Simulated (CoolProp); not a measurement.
Aqueous ethylene glycol as a coolant, at 21 °C, 1 atm.

The numbers come from the Melinder's fits for secondary coolants in CoolProp.

```csv
mass %,freezing point (°C),density (kg/m³),cp (kJ/(kg K)),viscosity (mPa s),Prandtl number
4.9,-1.5,…,4.116,1.09,…
13.6,-4.8,1015,3.996,1.36,10.1
22.3,-9.3,1027,…,1.72,13.3
30.9,-15.3,1039,3.704,…,17.3
39.6,-23.4,…,3.531,2.70,22.3
48.3,-33.7,…,3.353,3.41,…
57,…,1073,3.170,4.33,37.4
```

### Question
Fill in the missing entries.

### Answer

- 4.9, density (kg/m³): 1004
- 4.9, Prandtl number: 7.79
- 22.3, cp (kJ/(kg K)): 3.860
- 30.9, viscosity (mPa s): 2.15
- 39.6, density (kg/m³): 1051
- 48.3, density (kg/m³): 1062
- 48.3, Prandtl number: 28.9
- 57, freezing point (°C): -46.3
